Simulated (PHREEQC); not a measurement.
Solution (61 °C): 0.0026 mol FeCl3 and 0.0037 mol Na2CO3 per kg of water. Closed to the air; pH follows from the charge balance.

The numbers come from PHREEQC with the ion-association model, wateq4f.dat.

The ionic strength comes out as 0.00916 mol/kgw. What activity coefficients do Fe(OH)4-, HCO3-, Fe(OH)2+, Na+, FeOH+2 get?

Fe(OH)4- 0.90, HCO3- 0.90, Fe(OH)2+ 0.90, Na+ 0.90, FeOH+2 0.66.

Precipitation was switched off in this run. Examples of supersaturated solids here: Hematite (slow to form), Goethite (slow to form). Others may be too. At this temperature some constants are extrapolated from 25 °C, and those without enthalpy data are left unchanged.
